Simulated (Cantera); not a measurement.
Input (Python, Cantera):

```python
import numpy as np
import cantera as ct

gas = ct.Solution("gri30.yaml")
gas.TPX = 1198, 1333, {'N2O': 1, 'O2': 2.1, 'H2O': 0.088}
inlet = ct.Reservoir(gas, clone=True)

reactor = ct.IdealGasConstPressureReactor(gas, energy="off", clone=False)
exhaust = ct.Reservoir(gas, clone=True)
tau = [26, 9.4, 3.5, 1.3, 0.47, 0.17, 0.063, 0.023, 0.0085, 0.0031][0]
for a, b in ((inlet, reactor), (reactor, exhaust)):
    ct.MassFlowController(a, b, mdot=lambda t: reactor.mass / tau)
net = ct.ReactorNet([reactor])
show = ['N2O', 'O2', 'NO2', 'O', 'NO', 'N2']

rows = []
print(f"{'tau/s':>10s}{'T/K':>9s}" + "".join(f"{s:>11s}" for s in show))
for tau in [26, 9.4, 3.5, 1.3, 0.47, 0.17, 0.063, 0.023, 0.0085, 0.0031]:
    net.initial_time = 0.0
    net.advance(30 * tau)
    before = gas.X
    net.advance(40 * tau)
    drift = np.max(np.abs(gas.X - before) / (gas.X + 1e-9))
    rows.append([gas.T, *gas[show].X, drift])
    print(f"{tau:10.3e}{gas.T:9.1f}" + "".join(f"{x:11.3e}" for x in gas[show].X))
```

It prints:

```
     tau/s      T/K        N2O         O2        NO2          O         NO         N2
 2.600e+01   1198.0  2.469e-01  6.660e-01  1.488e-04  1.702e-06  4.928e-03  5.525e-02
 9.400e+00   1198.0  2.856e-01  6.618e-01  1.367e-04  1.738e-06  2.033e-03  2.322e-02
 3.500e+00   1198.0  3.025e-01  6.599e-01  9.509e-05  1.786e-06  7.841e-04  9.196e-03
 1.300e+00   1198.0  3.094e-01  6.592e-01  4.877e-05  1.831e-06  2.937e-04  3.501e-03
 4.700e-01   1198.0  3.121e-01  6.589e-01  1.710e-05  1.855e-06  1.094e-04  1.273e-03
 1.700e-01   1198.0  3.131e-01  6.588e-01  3.891e-06  1.850e-06  4.190e-05  4.567e-04
 6.300e-02   1198.0  3.135e-01  6.587e-01  5.362e-07  1.822e-06  1.618e-05  1.663e-04
 2.300e-02   1198.0  3.136e-01  6.587e-01  3.207e-08  1.757e-06  5.856e-06  5.891e-05
 8.500e-03   1198.0  3.137e-01  6.587e-01  8.270e-10  1.610e-06  1.992e-06  2.075e-05
 3.100e-03   1198.0  3.137e-01  6.587e-01  1.193e-11  1.306e-06  5.895e-07  6.937e-06
```

Cantera simulation using GRI-Mech 3.0 (53 species, 325 reactions); the numbers are that mechanism's predictions, not measurements. GRI-Mech 3.0 was tuned for natural gas; its chemistry of N2O as a main component is partial and can be far from experiment. Radical loss at walls, strong at low pressure, is not modelled. The mechanism lacks the step 2 NO + O2 → 2 NO2, which can matter for NO2 below about 1400 K. The temperature is held fixed by assumption; the heat of reaction is taken as removed at once.
